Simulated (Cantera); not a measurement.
An adiabatic, constant-volume homogeneous reactor starts with 4.61 % CH4, 0.507 % CO, 18.9 % O2, 71.5 % N2, 4.47 % H2O, at 1750 K and 8.10 bar.

Detailed kinetics in Cantera: GRI-Mech 3.0 (53 species, 325 reactions).

x: mole fraction; the columns are a selection and need not sum to one.

```csv
t (s),T (K),P (bar),x CH4,x CO,x O2,x HCN,x HCO,x OH,x H
1.00e-5,1752,8.11,0.0449,0.00512,0.189,3.68e-12,1.16e-7,1.36e-5,3.11e-6
3.03e-5,2771,12.9,<1e-12,?,0.0924,4.45e-11,?,0.0155,?
9.20e-5,2776,13.0,<1e-12,0.00573,0.0908,5.26e-11,7.36e-9,0.0151,0.00101
0.000279,2764,12.9,<1e-12,0.00557,0.0876,7.28e-11,6.87e-9,0.0145,0.000960
0.000847,2749,12.8,<1e-12,0.00539,0.0838,9.04e-11,6.29e-9,0.0139,0.000899
0.00257,2745,12.8,<1e-12,0.00533,0.0827,9.43e-11,6.14e-9,0.0137,0.000882
0.00779,2745,12.8,<1e-12,0.00533,0.0827,9.43e-11,6.13e-9,0.0137,0.000882
0.0236,2745,12.8,<1e-12,0.00533,0.0827,9.43e-11,6.13e-9,0.0137,0.000882
0.0717,2745,12.8,<1e-12,0.00533,0.0827,9.43e-11,6.13e-9,0.0137,0.000882
0.217,2745,12.8,<1e-12,0.00533,0.0827,9.43e-11,6.13e-9,0.0137,0.000882
0.659,2745,12.8,<1e-12,0.00533,0.0827,9.43e-11,6.13e-9,0.0137,0.000882
2.00,2745,12.8,<1e-12,0.00533,0.0827,9.43e-11,6.13e-9,0.0137,0.000882
```

### Question
What belongs in the gaps?

### Answer

- 3.03e-5, x CO: 0.00653
- 3.03e-5, x HCO: 8.93e-9
- 3.03e-5, x H: 0.00111
